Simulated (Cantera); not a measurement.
Feed: 1 mol MgO, 3.4 mol H2S, 1.4 mol H2O, at 0.640 bar.

Method: chemical equilibrium by Gibbs-energy minimisation in Cantera with the NASA 1993 tables (ideal gas, pure condensed phases). Candidate condensed phases: H2O, H2SO4, Mg, MgO, Mg(OH)2, MgS, MgSO4, S; 26 gas species. Gases not in the tables: S3 to S7. Rates play no part.

log p: log10 of the partial pressure in bar; n: condensed amount in mol.

```
T (°C)  log p H2S  log p H2  log p H2O  log p S2  log p SH  log p SO2  log p SO  n MgO(s)
------  ---------  --------  ---------  --------  --------  ---------  --------  --------
350         -0.34     -3.41      -0.73     -3.76     -9.04      -5.70         ?      1.00
450         -0.35     -2.74      -0.73     -3.05     -7.48      -5.18         ?      1.00
550         -0.35     -2.23      -0.73     -2.53     -6.30      -4.81         ?      1.00
650         -0.36     -1.82      -0.73     -2.13     -5.39      -4.51         ?      1.00
750         -0.39     -1.51      -0.74     -1.81     -4.66      -4.26         ?      1.00
850         -0.42     -1.26      -0.75     -1.56     -4.07      -4.04         ?      1.00
950         -0.47     -1.06      -0.76     -1.37     -3.59      -3.83         ?      1.00
1050        -0.54     -0.91      -0.77     -1.22     -3.20      -3.64         ?      1.00
1150        -0.62     -0.80      -0.79     -1.11     -2.88      -3.46         ?      1.00
1250        -0.72     -0.72      -0.80     -1.02     -2.62      -3.28         ?      1.00
1350        -0.82     -0.65      -0.82     -0.97     -2.40      -3.11         ?     1.000
1450        -0.92     -0.61      -0.83     -0.93     -2.22      -2.95         ?     1.000
1550        -1.03     -0.58      -0.85     -0.90     -2.07      -2.79         ?     1.000
1650        -1.13     -0.55      -0.86     -0.88     -1.94      -2.65         ?     1.000
```

Problem. What belongs in the gaps?

Solution. 
- 350, log p SO: -11.82
- 450, log p SO: -9.97
- 550, log p SO: -8.59
- 650, log p SO: -7.50
- 750, log p SO: -6.62
- 850, log p SO: -5.89
- 950, log p SO: -5.28
- 1050, log p SO: -4.76
- 1150, log p SO: -4.30
- 1250, log p SO: -3.90
- 1350, log p SO: -3.54
- 1450, log p SO: -3.22
- 1550, log p SO: -2.94
- 1650, log p SO: -2.68
